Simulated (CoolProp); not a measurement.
Vapour-liquid equilibrium of R113 (1) + acetone (2) at 1.53 MPa; x and y are mole fractions of (1).

Model: multi-fluid Helmholtz-energy mixture model, Marx 1992 and Lemmon 2006; pair parameters Bell 2016, in CoolProp.

```tsv
x	bubble temperature (°C)	y at the bubble point	dew temperature at overall composition x (°C)	liquid density (mol/L)
0.05	163.4	0.073	164.0	9.901
0.2	159.0	0.251	160.2	9.088
0.35	156.5	0.391	157.1	8.363
0.5	155.3	0.513	155.4	7.729
0.65	155.5	0.632	155.6	7.180
0.8	157.1	0.763	157.8	6.704
0.95	160.9	0.930	161.5	6.274
```

y crosses x between x = 0.5 and 0.65: the model has an azeotrope there.

Pair parameters are fitted to limited data, so mixtures are less certain than the pure fluids.
